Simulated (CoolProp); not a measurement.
Properties of n-heptane along the isobar 4.05 MPa (Tc = 268.1 °C, pc = 2.774 MPa, ω = 0.349).

Values from CoolProp's reference Helmholtz-energy equation of state, Span 2003. It is a short technical equation, of lower accuracy than the large ones.

```csv
T (°C),phase,density (kg/m³),isothermal compressibility (1/MPa),conductivity (mW/(m K)),Prandtl number
69.85,liquid,645.9,0.001991,111,5.73
79.85,liquid,___,0.002178,109,5.49
89.85,liquid,628.5,0.002389,106,5.28
99.85,liquid,619.6,0.002629,104,5.08
109.85,liquid,610.5,0.002905,101,4.91
119.85,liquid,601.2,0.003224,98.7,4.74
129.85,liquid,591.6,0.003596,96.4,___
139.85,liquid,___,0.004033,94.0,4.45
149.95,liquid,571.6,___,___,___
159.95,liquid,561.2,0.005184,89.6,4.19
```

Problem. Complete the blanks.

Solution. 
- 79.85, density (kg/m³): 637.3
- 129.85, Prandtl number: 4.59
- 139.85, density (kg/m³): 581.8
- 149.95, isothermal compressibility (1/MPa): 0.004558
- 149.95, conductivity (mW/(m K)): 91.8
- 149.95, Prandtl number: 4.32

Viscosity comes from a separate model (Michailidou 2014). Thermal conductivity comes from a separate model (Assael 2013).
